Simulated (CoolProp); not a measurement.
Dimethyl carbonate at several states: fugacity coefficient from the reference equation and from simpler models built on Tc = 557.0 K, pc = 49.09 bar, ω = 0.346; each cubic takes its own stable root.

Model: reference Helmholtz-energy equation of state, Zhou 2011, in CoolProp.

| T (K) | p (bar) | phase | reference | van der Waals | Peng-Robinson |
|---|---|---|---|---|---|
| 502.6 | 1.69 | gas | 0.9836 | 0.9869 | 0.9820 |
| 517 | 8.04 | gas | 0.9290 | 0.9420 | … |
| 422.3 | 0.217 | gas | 0.9963 | 0.9975 | 0.9961 |
| 356 | 145 | liquid | … | 0.07673 | 0.008280 |
| 365.9 | 0.535 | gas | 0.9855 | 0.9914 | 0.9856 |
| 405.9 | 13.2 | liquid | 0.2436 | 0.7769 | … |

Some entries are withheld; supply them.


- 517, Peng-Robinson: 0.9224
- 356, reference: 0.008371
- 405.9, Peng-Robinson: 0.2433
